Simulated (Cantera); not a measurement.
A Cantera script and what it prints.

```python
import numpy as np
import cantera as ct

gas_names = [...]  # 47 gases of nasa_gas.yaml made of H, N, O
cond_names = """
    H2O(s) H2O(L)
""".split()


# ... load() reads the species with a 1 bar reference pressure and builds the phases ...
atoms = {
    'NH3': {'N': 1, 'H': 3},
    'H2O': {'H': 2, 'O': 1},
}
top_T = {}  # K; cautious upper limits of use, not melting points


# ... equilibrate(T, P, feed) seeds the gas with the atoms and calls Mixture.equilibrate('TP', solver="vcs", rtol=1e-11, max_steps=5000) ...
results = []
feed = {'NH3': 1, 'H2O': 3.3}  # mol
P = 82000  # Pa
for T in [2000, 2500, 3000, 3500, 4000, 4500, 5000]:
    mix = equilibrate(T, P, feed)
    results.append((T, P, feed, dict(zip(mix.species_names, mix.species_moles))))

top = {s: max(r[3][s] / sum(r[3][g] for g in gas_names) for r in results) for s in gas_names}
cols = sorted((s for s in top if top[s] > 0.001), key=lambda s: -top[s])[:9]
seen = [c for c in cond_names if any(r[3].get(c, 0) > 1e-12 for r in results)]
print("log10 of partial pressures in bar; condensed amounts in mol")
print(f"{'T/K':>10s}" + "".join(f"{s[:9]:>10s}" for s in cols + seen))
for T, P, feed, n in results:
    ng = sum(n[g] for g in gas_names)
    print(f"{T:10.4g}" + "".join(f"{np.log10(max(n[s] / ng * P / 1e5, 1e-99)):10.3f}" for s in cols)
          + "".join(f"{n.get(c, 0):10.4g}" for c in seen))
```

Result:

```
log10 of partial pressures in bar; condensed amounts in mol
       T/K         H       H2O        H2         O        OH        N2        O2        NO         N
      2000    -3.106    -0.292    -0.635    -6.372    -3.764    -1.112    -6.394    -5.478    -9.601
      2500    -1.922    -0.302    -0.644    -3.723    -2.263    -1.117    -3.768    -3.690    -7.093
      3000    -1.130    -0.404    -0.657    -2.041    -1.355    -1.161    -2.190    -2.606    -5.437
      3500    -0.591    -0.851    -0.724    -1.156    -1.055    -1.308    -1.698    -2.208    -4.309
      4000    -0.333    -1.805    -1.070    -0.814    -1.301    -1.464    -1.972    -2.255    -3.483
      4500    -0.258    -2.981    -1.593    -0.727    -1.801    -1.526    -2.547    -2.444    -2.809
      5000    -0.240    -4.059    -2.097    -0.708    -2.294    -1.566    -3.106    -2.641    -2.262
```

Equilibrium computed with Cantera from the NASA thermochemical tables; the gas is ideal and each condensed phase is pure.
